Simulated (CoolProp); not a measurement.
Properties of water along the isobar 100000 kPa.

Model: reference Helmholtz-energy equation of state, Wagner 2002, in CoolProp.

```
T (K)          phase       Z  speed of sound (m/s)  isothermal compressibility (1/MPa)  fugacity coefficient
-----  -------------  ------  --------------------  ----------------------------------  --------------------
374.9         liquid  0.5787                  1733                           0.0003711              0.001916
403           liquid  0.5488                     ?                           0.0004007              0.004577
431.2         liquid  0.5242                  1682                                   ?                     ?
459.4         liquid  0.5041                  1637                           0.0004970               0.01796
487.5         liquid  0.4880                  1582                                   ?               0.03073
515.7         liquid  0.4753                     ?                           0.0006605               0.04894
543.9         liquid       ?                  1451                           0.0007810               0.07323
572           liquid  0.4594                  1377                           0.0009390                0.1038
600.2         liquid  0.4562                  1300                            0.001150                0.1409
628.4         liquid  0.4564                  1220                                   ?                0.1840
656.5  supercritical  0.4603                  1140                                   ?                0.2322
```

**Question.** Fill in the missing entries.

**Answer.** 
- 403, speed of sound (m/s): 1715
- 431.2, isothermal compressibility (1/MPa): 0.0004421
- 431.2, fugacity coefficient: 0.009576
- 487.5, isothermal compressibility (1/MPa): 0.0005680
- 515.7, speed of sound (m/s): 1520
- 543.9, Z: 0.4658
- 628.4, isothermal compressibility (1/MPa): 0.001434
- 656.5, isothermal compressibility (1/MPa): 0.001821
